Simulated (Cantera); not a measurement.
A closed system holds: 1 mol AlCl₃, 2.7 mol HCl, 23 mol N₂, held at 23000 Pa.

Method: chemical equilibrium by Gibbs-energy minimisation in Cantera with the NASA 1993 tables (ideal gas, pure condensed phases). Candidate condensed phases: Al, AlCl₃, AlN, NH₄Cl; 20 gas species. The tables' values for AlCl₂ are old estimates; treat these amounts as uncertain. Kinetics and transport are ignored.

x: gas mole fraction; nothing condenses.

```csv
T (K),x N₂,x HCl,x AlCl₃,x Cl,x AlCl₂,x H₂,x AlCl
1300,0.861,0.101,0.0374,4.12e-5,6.46e-7,2.28e-5,2.08e-10
1350,0.861,0.101,0.0374,6.91e-5,1.65e-6,3.67e-5,1.06e-9
1400,0.861,0.101,0.0374,0.000111,3.94e-6,5.73e-5,4.83e-9
1450,0.861,0.101,0.0374,0.000174,8.85e-6,8.66e-5,1.98e-8
1500,0.861,0.101,0.0374,0.000264,1.88e-5,0.000127,7.35e-8
1550,0.861,0.101,0.0374,…,3.80e-5,…,…
1600,0.861,0.101,0.0374,0.000568,7.30e-5,0.000252,7.82e-7
1650,0.861,0.100,0.0373,…,0.000134,…,…
1700,0.861,0.100,0.0372,0.00113,0.000237,0.000446,6.08e-6
1750,0.861,0.0999,0.0370,0.00156,0.000401,0.000570,1.52e-5
1800,0.860,0.0995,0.0367,0.00214,0.000653,0.000708,3.57e-5
1850,0.860,0.0992,0.0363,0.00290,0.00102,0.000854,7.82e-5
```

Question: What belongs in the gaps?

Answer: 
- 1650, x Cl: 0.000809
- 1650, x H₂: 0.000340
- 1650, x AlCl: 2.26e-6
- 1550, x Cl: 0.000392
- 1550, x H₂: 0.000182
- 1550, x AlCl: 2.50e-7
